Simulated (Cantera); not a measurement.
A Cantera script and what it prints.

```python
import numpy as np
import cantera as ct

gas_names = """
    H HO2 H2 H2O H2O2 O OH O2 O3 Si SiH SiH2 SiH3 SiH4 SiO SiO2 Si2 Si3
""".split()
cond_names = """
    H2O(s) H2O(L) Si(cr) Si(L) SiO2(Lqz) SiO2(hqz) SiO2(L)
""".split()


# ... load() reads the species with a 1 bar reference pressure and builds the phases ...
atoms = {
    'Si2H6': {'Si': 2, 'H': 6},
    'H2O': {'H': 2, 'O': 1},
    'H2': {'H': 2},
}
top_T = {}  # K; cautious upper limits of use, not melting points


# ... equilibrate(T, P, feed) seeds the gas with the atoms and calls Mixture.equilibrate('TP', solver="vcs", rtol=1e-11, max_steps=5000) ...
results = []
feed = {'Si2H6': 1, 'H2O': 0.12, 'H2': 0.13}  # mol
T = 1873.15  # K
P = 13332.2  # Pa
mix = equilibrate(T, P, feed)
results.append((T, P, feed, dict(zip(mix.species_names, mix.species_moles))))
print(gas.report(threshold=0.0001))
for i in range(1, mix.n_phases):
    print(f"{mix.phase(i).name:16s} {mix.phase_moles(i):12.5e} mol")
```

Output:

```
       temperature   1873.2 K
          pressure   13332 Pa
           density   0.0030085 kg/m^3
  mean mol. weight   3.5144 kg/kmol
   phase of matter   gas

                          1 kg             1 kmol
                     ---------------   ---------------
          enthalpy        1.3016e+07        4.5744e+07  J
   internal energy        8.5848e+06         3.017e+07  J
           entropy             59033        2.0747e+05  J/K
    Gibbs function       -9.7562e+07       -3.4287e+08  J
 heat capacity c_p            9634.8             33861  J/K
 heat capacity c_v              7269             25546  J/K

                      mass frac. Y      mole frac. X     chem. pot. / RT
                     ---------------   ---------------   ---------------
                 H        0.00049798         0.0017362           -10.663
                H2           0.55216           0.96255           -21.327
               SiO           0.44619           0.03557           -41.223
     [  +15 minor]          0.001153        0.00014096

Si(L)             1.87955e+00 mol
SiO2(L)           0.00000e+00 mol
```

Equilibrium computed with Cantera from the NASA thermochemical tables; the gas is ideal and each condensed phase is pure. The feed counts by its element totals alone. Gases not in the tables: Si2H6 and higher silanes.
